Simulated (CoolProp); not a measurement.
Vapour pressure (bar) of tetrahydrofuran: the reference equation beside estimates from Tc = 540.2 K, pc = 53.04 bar, ω = 0.234.

Model: reference Helmholtz-energy equation of state, Fiedler 2023, in CoolProp.

```csv
T (K),reference,Lee-Kesler,Redlich-Kwong
334.7,0.8773,…,1.510
345.9,1.258,1.236,2.084
357.2,…,1.743,2.813
368.4,…,2.392,3.707
379.6,…,…,4.791
390.9,4.220,4.241,6.100
402.1,…,5.488,7.631
413.4,6.925,7.004,9.432
424.6,8.675,8.793,11.49
435.8,10.74,10.90,13.84
447.1,13.16,13.37,…
458.3,…,16.21,19.53
```

Q: Complete the blanks.

A: 
- 334.7, Lee-Kesler: 0.8557
- 357.2, reference: 1.762
- 368.4, reference: 2.403
- 379.6, reference: 3.211
- 379.6, Lee-Kesler: 3.213
- 402.1, reference: 5.441
- 447.1, Redlich-Kwong: 16.53
- 458.3, reference: 15.95

Absolute difference from the reference over all 12 rows, mean and median: Lee-Kesler 1.2 and 1.3 %, Redlich-Kwong 44.3 and 42.4 %.
